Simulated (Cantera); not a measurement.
A perfectly stirred reactor is fed with CO : H2 : CH4 : O2 : N2 = 1 : 0.068 : 0.069 : 0.56 : 2.11 (molar parts), at 310000 Pa; it is adiabatic with a 425 K inlet, and is followed from long to short residence time, starting on the burning branch (τ in s: 0.041, 0.018, 0.0082, 0.0037, 0.0017, 0.00074, 0.00033, 0.00015, 6.7e-05, 3e-05, 1.3e-05).

Cantera simulation using GRI-Mech 3.0 (53 species, 325 reactions); the numbers are that mechanism's predictions, not measurements.

x: mole fraction; the columns are a selection and need not sum to one.

| τ (s) | T (K) | x CO | x H2 | x CH4 | x CH2 | x C2H | x HCN | x NO |
|---|---|---|---|---|---|---|---|---|
| 0.041 | 2456 | 0.0751 | 0.00289 | 4.99e-7 | (withheld) | <1e-12 | 7.21e-8 | 0.00221 |
| 0.018 | 2441 | 0.0768 | 0.00297 | 1.00e-6 | (withheld) | <1e-12 | 1.11e-7 | 0.00198 |
| 0.0082 | 2416 | 0.0798 | 0.00313 | 1.83e-6 | (withheld) | 1.99e-12 | 1.34e-7 | 0.00163 |
| 0.0037 | 2374 | 0.0846 | 0.00339 | 3.22e-6 | (withheld) | 3.43e-12 | 1.30e-7 | 0.00117 |
| 0.0017 | 2314 | 0.0912 | 0.00377 | 5.48e-6 | (withheld) | 5.05e-12 | 1.07e-7 | 0.000722 |
| 0.00074 | 2229 | 0.1000 | 0.00432 | 9.82e-6 | (withheld) | 6.96e-12 | 8.10e-8 | 0.000380 |
| 0.00033 | 2127 | 0.110 | 0.00496 | 1.80e-5 | (withheld) | 9.31e-12 | 6.63e-8 | 0.000206 |
| 0.00015 | 2011 | 0.120 | 0.00559 | 3.48e-5 | (withheld) | 1.26e-11 | 6.07e-8 | 0.000128 |
| 6.7e-5 | 1872 | 0.132 | 0.00609 | 7.71e-5 | (withheld) | 1.77e-11 | 5.93e-8 | 8.28e-5 |
| 3.0e-5 | 1686 | 0.154 | 0.00623 | 0.000237 | (withheld) | 2.30e-11 | 5.77e-8 | 3.80e-5 |
| 1.3e-5 | 425 | 0.263 | 0.0179 | 0.0181 | <1e-12 | <1e-12 | <1e-12 | <1e-12 |

Task: Some entries are withheld; supply them.

Result: 
- 0.041, x CH2: 2.13e-8
- 0.018, x CH2: 4.24e-8
- 0.0082, x CH2: 7.53e-8
- 0.0037, x CH2: 1.22e-7
- 0.0017, x CH2: 1.79e-7
- 0.00074, x CH2: 2.50e-7
- 0.00033, x CH2: 3.29e-7
- 0.00015, x CH2: 4.15e-7
- 6.7e-5, x CH2: 5.23e-7
- 3.0e-5, x CH2: 7.19e-7
